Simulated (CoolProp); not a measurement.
The fluid at 293.15 K and 0.466 MPa is throttled through a valve to 0.204 MPa with no heat exchange. The same conditions are run with several fluids, on thermodynamics alone (safety and materials aside).

Model: reference Helmholtz-energy equation of state of each fluid (nitrogen: Span 2000; ammonia: Gao 2020; hydrogen chloride: Thol 2018; R404A: Lemmon 2003; hydrogen sulfide: Lemmon 2006), in CoolProp. Blends and air are pseudo-pure fits.

### Question
Rank nitrogen, ammonia, hydrogen chloride, R404A, hydrogen sulfide by temperature change (K), highest first.

### Answer
nitrogen (-0.6), hydrogen chloride (-4.4), hydrogen sulfide (-4.8), R404A (-5.1), ammonia (-8.1)

```
fluid              final density (kg/m³)
-----------------  ---------------------
nitrogen                            2.35
ammonia                             1.50
hydrogen chloride                   3.14
R404A                               8.65
hydrogen sulfide                    2.95
```
